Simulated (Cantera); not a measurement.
Catalytic stagnation flow on Pt

A jet of H2 : O2 : N2 = 0.015 : 0.095 : 0.79 (molar parts) at 300 K and 233 Torr hits a platinum plate 2.1 cm away at a mass flux of 0.037 kg/m²/s; the plate temperature is set and raised in steps from an oxygen-covered start.

Cantera simulation using Deutschmann's 1995 Pt surface mechanism with GRI-Mech 3.0 gas chemistry; the numbers are that mechanism's predictions, not measurements. Catalytic surfaces can have several steady states; this one follows from the mechanism file's or the stated starting coverage.

```tsv
plate T (K)	wall x H2	wall x O2	wall x H2O	wall x OH	θ free Pt	θ O*	θ OH*
500	0.00132	0.0893	0.0299	<1e-8	0.0217	0.960	0.0179
550	0.00132	0.0893	0.0296	<1e-8	0.0230	0.967	0.0103
600	0.00132	0.0894	0.0294	<1e-8	0.0243	0.969	0.00640
650	0.00130	0.0894	0.0292	<1e-8	0.0258	0.970	0.00429
700	0.00120	0.0894	0.0292	<1e-8	0.0295	0.967	0.00318
750	0.000918	0.0891	0.0296	<1e-8	0.0409	0.956	0.00270
800	0.000611	0.0889	0.0300	<1e-8	0.0657	0.932	0.00256
850	0.000408	0.0887	0.0303	<1e-8	0.104	0.894	0.00246
```
x: mole fraction at the wall; θ: surface coverage.
